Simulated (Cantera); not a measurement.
Charge: 1 mol Si2Cl6, 51 mol N2, held at 1052 °C and 0.128 Torr.

Method: chemical equilibrium by Gibbs-energy minimisation in Cantera with the NASA 1993 tables (ideal gas, pure condensed phases). Candidate condensed phases: Si, Si3N4; 13 gas species. The feed counts by its element totals alone. The tables' values for SiCl3 are old estimates; treat these amounts as uncertain. Rates play no part.

Base state: N2 0.962, SiCl2 0.0157, SiCl4 0.0153, SiCl3 0.00666, Cl 0.000381 (mole fractions); condensed: gas only.

**Question.** What changes in the equilibrium state with this change: temperature from 1052 °C to 752 °C?

**Answer.** 
| species | before | after |
|---|---|---|
| N2 | 0.962 | 0.971 |
| SiCl4 | 0.0153 | 0.0284 |
| SiCl3 | 0.00666 | 0.000382 |
| SiCl2 | 0.0157 | 0.000108 |
| Cl | 0.000381 | 3.59e-7 |
| Si3N4(s), mol | 0 | 0.164 |
N2 is the only nitrogen source here; it is nearly inert below about 1500 K, so the nitride shown seldom forms there in practice.
